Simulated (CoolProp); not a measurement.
Vapour-liquid equilibrium of CH2F2 (R32) (1) + R142b (2) at 1.25 MPa; x and y are mole fractions of (1).

Values from CoolProp's multi-fluid Helmholtz-energy mixture model, Tillner-Roth 1997 and Lemmon 2006; pair parameters Bell 2016.

| x | bubble temperature (°C) | y at the bubble point | dew temperature at overall composition x (°C) | liquid density (mol/L) |
|---|---|---|---|---|
| 0.05 | 69.2 | 0.142 | 73.3 | 9.984 |
| 0.2 | 52.9 | 0.467 | 66.6 | 11.13 |
| 0.35 | 40.5 | 0.664 | 59.2 | 12.31 |
| 0.5 | 31.6 | 0.784 | 51.0 | 13.55 |
| 0.65 | 25.0 | 0.863 | 41.5 | 14.93 |
| 0.8 | 19.9 | 0.924 | 30.3 | 16.55 |
| 0.95 | 15.5 | 0.980 | 17.8 | 18.53 |

No azeotrope shows between x = 0.05 and 0.95.

Pair parameters are fitted to limited data, so mixtures are less certain than the pure fluids. The gap from Raoult's law changes sign with composition, which may be real or a fault of the pair parameters; it wasn't checked against measurements.
